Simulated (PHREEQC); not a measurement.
0.03 g of hydrous ferric oxide (600 m²/g; 0.2 weak and 0.005 strong sites per Fe, Dzombak-Morel constants, diffuse double layer) in 1 kg of water with 0.001 mol/kgw of an inert sodium salt and 0.00013 mol NaH2PO4 and 2e-06 mol Na2SeO4, at 25 °C; the pH is set by adding NaOH or the inert anion's acid. Oxygen alone is held at its pressure in air (log pO2 = -0.68). No CO2 enters from the air. Precipitation was switched off in this run.

Model: ion-association model, wateq4f.dat, run in PHREEQC.

Problem. Predict P sorbed (%), surface charge σ (C/m²), surface potential ψ (mV) at pH = 4, 6, 6.67, 7.33, 10.

Solution. 
```json
[
 {"pH": "4", "P sorbed (%)": "48.4", "surface charge σ (C/m²)": "0.005", "surface potential ψ (mV)": "51"},
 {"pH": "6", "P sorbed (%)": "36.3", "surface charge σ (C/m²)": "-0.001", "surface potential ψ (mV)": "-12"},
 {"pH": "6.67", "P sorbed (%)": "31.1", "surface charge σ (C/m²)": "-0.002", "surface potential ψ (mV)": "-30"},
 {"pH": "7.33", "P sorbed (%)": "25.8", "surface charge σ (C/m²)": "-0.004", "surface potential ψ (mV)": "-44"},
 {"pH": "10", "P sorbed (%)": "0.3", "surface charge σ (C/m²)": "-0.018", "surface potential ψ (mV)": "-108"}
]
```

Complexes and solids missing from the database can't appear. H3PO4, which wateq4f.dat lacks, is added to it with the constant of phreeqc.dat.
